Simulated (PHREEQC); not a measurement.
## Buffer (model solution)

A solution holds 0.03 mol/kgw NaHCO3 and 0.0042 mol/kgw Na2B4O7, at 25 °C. Closed to the air; pH follows from the charge balance.

Equilibrium calculation in PHREEQC: ion-association model, wateq4f.dat.

```
Item                      Result
----------------  --------------
pH                          8.91
ionic strength    0.0391 mol/kgw
total alkalinity     38.4 meq/kg
```

```json
[
 {"species": "Na+", "molality": "0.0374", "activity": "0.0313", "log γ": "-0.077"},
 {"species": "HCO3-", "molality": "0.0272", "activity": "0.0229", "log γ": "-0.075"},
 {"species": "H3BO3", "molality": "0.0107", "activity": "0.0108", "log γ": "0.004"},
 {"species": "H2BO3-", "molality": "0.00612", "activity": "0.00501", "log γ": "-0.087"},
 {"species": "CO3-2", "molality": "0.00173", "activity": "0.000869", "log γ": "-0.299"},
 {"species": "NaCO3-", "molality": "0.000602", "activity": "0.000507", "log γ": "-0.075"},
 {"species": "NaHCO3", "molality": "0.000400", "activity": "0.000403", "log γ": "0.004"},
 {"species": "CO2", "molality": "6.32e-5", "activity": "6.38e-5", "log γ": "0.004"},
 {"species": "OH-", "molality": "9.77e-6", "activity": "8.08e-6", "log γ": "-0.082"},
 {"species": "H+", "molality": "1.43e-9", "activity": "1.24e-9", "log γ": "-0.064"}
]
```

No solid was allowed to form. Species that the database lacks are ignored.
